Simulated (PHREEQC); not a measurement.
1.6 g of hydrous ferric oxide (600 m²/g; 0.2 weak and 0.005 strong sites per Fe, Dzombak-Morel constants, diffuse double layer) in 1 kg of water with 0.001 mol/kgw of an inert sodium salt and 0.00069 mol/kgw SrCl2, at 25 °C; the pH is set by adding NaOH or the inert anion's acid. Oxygen alone is held at its pressure in air (log pO2 = -0.68). CO2 from the air is kept out. Precipitation was switched off in this run.

The series has 13 steps of pH, from 4 to 10.

The numbers come from PHREEQC with the ion-association model, wateq4f.dat.

### Question
Near which pH is half of the Sr sorbed, and on which side is more sorbed?

### Answer
Near pH 8.7, with more sorbed at higher pH.
